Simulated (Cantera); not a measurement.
An isothermal plug-flow reactor at 925 K and 140000 Pa (inlet), inlet velocity 0.089 m/s, active area per volume 220 1/m; feed CH4 : O2 : N2 = 0.0023 : 0.019 : 0.79 (molar parts), equivalence ratio 0.24.

Model: Deutschmann's 1995 Pt surface mechanism with GRI-Mech 3.0 gas chemistry, integrated in Cantera. Catalytic surfaces can have several steady states; this one follows from the mechanism file's or the stated starting coverage. Mass transfer to the wall is taken as infinitely fast.

Problem. What does this change do: N2 0.79 to 1.9 parts?

Solution. 
```json
[
 {"quantity": "x(CH4) at z = 0.017 m", "before": "0.000308", "after": "2.99e-5"},
 {"quantity": "x(O2) at z = 0.017 m", "before": "0.0184", "after": "0.00756"},
 {"quantity": "x(H2O) at z = 0.017 m", "before": "0.00504", "after": "0.00233"},
 {"quantity": "x(CO2) at z = 0.017 m", "before": "0.00252", "after": "0.00117"},
 {"quantity": "x(CO) at z = 0.017 m", "before": "1.22e-7", "after": "1.34e-8"},
 {"quantity": "θ(free Pt) at the exit", "before": "0.181", "after": "0.225"},
 {"quantity": "θ(O*) at the exit", "before": "0.817", "after": "0.773"},
 {"quantity": "θ(OH*) at the exit", "before": "0.00193", "after": "0.00142"}
]
```

Problem. What does this change do: pressure from 140000 Pa to 48000 Pa?

Solution. 
```tsv
quantity	before	after
x(CH4) at z = 0.017 m	0.000308	4.55e-5
x(O2) at z = 0.017 m	0.0184	0.0178
x(H2O) at z = 0.017 m	0.00504	0.00557
x(CO2) at z = 0.017 m	0.00252	0.00279
x(CO) at z = 0.017 m	1.22e-7	2.10e-8
θ(free Pt) at the exit	0.181	0.237
θ(O*) at the exit	0.817	0.762
θ(OH*) at the exit	0.00193	0.00131
```
